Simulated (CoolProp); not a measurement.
Acetone along the isotherm 550 K: fugacity coefficient from the reference equation and from simpler models built on Tc = 508.1 K, pc = 4692 kPa, ω = 0.307; each cubic takes its own stable root.

Model: reference Helmholtz-energy equation of state, Lemmon 2006, in CoolProp. It is a short technical equation, of lower accuracy than the large ones.

| p (kPa) | phase | reference |
|---|---|---|
| 1470 | gas | 0.9092 |
| 2930 | gas | 0.8243 |
| 4400 | gas | 0.7434 |
| 5870 | supercritical | 0.6664 |
| 7330 | supercritical | 0.5928 |
| 8800 | supercritical | 0.5262 |
| 10300 | supercritical | 0.4732 |
| 11700 | supercritical | 0.4351 |

Problem. How far does each simpler model (van der Waals, Peng-Robinson) lie from the reference over these 8 states: mean and median of the absolute difference, and the worst?

Solution. 
- van der Waals: mean 4.6 %, median 4.0 %, worst +9.0 % at 550 K and 11700 kPa
- Peng-Robinson: mean 2.2 %, median 1.3 %, worst +5.8 % at 550 K and 11700 kPa
